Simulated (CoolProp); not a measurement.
Vapour-liquid equilibrium of dimethyl ether (1) + n-butane (2) at 2.42 kPa; x and y are mole fractions of (1).

The numbers come from the multi-fluid Helmholtz-energy mixture model, Wu 2011 and Bücker 2006; pair parameters Bell 2016 in CoolProp.

```csv
x,bubble temperature (K),y at the bubble point,dew temperature at overall composition x (K),liquid density (mol/L)
0.05,199.2,0.285,202.3,11.81
0.2,193.2,0.617,200.4,12.55
0.35,190.6,0.733,198.2,?
0.5,189.1,0.795,195.6,14.13
0.65,?,0.841,?,15.05
0.8,187.6,?,189.0,16.09
0.95,187.0,0.964,187.1,?
```

What belongs in the gaps?


- 0.35, liquid density (mol/L): 13.31
- 0.65, bubble temperature (K): 188.2
- 0.65, dew temperature at overall composition x (K): 192.5
- 0.8, y at the bubble point: 0.890
- 0.95, liquid density (mol/L): 17.26

No azeotrope shows between x = 0.05 and 0.95.

The pair parameters rest on a limited set of measurements; away from them the model extrapolates.
